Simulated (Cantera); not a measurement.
Input: 1 mol SrCl2, 0.041 mol O2, 35 mol N2, held at 70.0 Pa.

Method: chemical equilibrium by Gibbs-energy minimisation in Cantera with the NASA 1993 tables (ideal gas, pure condensed phases). Candidate condensed phases: Sr, SrCl2, SrO; 16 gas species. Condensed phases not in the tables: oxide chlorides. Rates play no part.

Task: At 1875 K, list the 5 most abundant gas species with their mole fractions, and the condensed phases.

Result: N2 0.970, SrCl2 0.0267, Cl 0.00164, O2 0.000593, SrCl 0.000458. Condensed: SrO(s).
